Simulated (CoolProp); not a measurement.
The fluid at 298.15 K and 11.4 MPa (liquid) is heated at constant pressure to 387.6 K. The same conditions are run with several fluids, on thermodynamics alone (safety and materials aside).

The numbers come from the reference Helmholtz-energy equation of state of each fluid (octamethyltrisiloxane (MDM): Thol 2017; tetradecamethylhexasiloxane (MD4M): Thol 2019; n-octane: Beckmüller 2019; propyne: Polt 1992; cyclohexane: Zhou 2014) in CoolProp. The equations of Platzer and Polt are older, rougher fits.

Question: Rank octamethyltrisiloxane (MDM), tetradecamethylhexasiloxane (MD4M), n-octane, propyne, cyclohexane by heat (kJ/kg), highest first.

Answer: propyne (244), n-octane (213), cyclohexane (183), octamethyltrisiloxane (MDM) (167), tetradecamethylhexasiloxane (MD4M) (161)

| fluid | final density (kg/m³) |
|---|---|
| octamethyltrisiloxane (MDM) | 749 |
| tetradecamethylhexasiloxane (MD4M) | 823 |
| n-octane | 640 |
| propyne | 479 |
| cyclohexane | 702 |
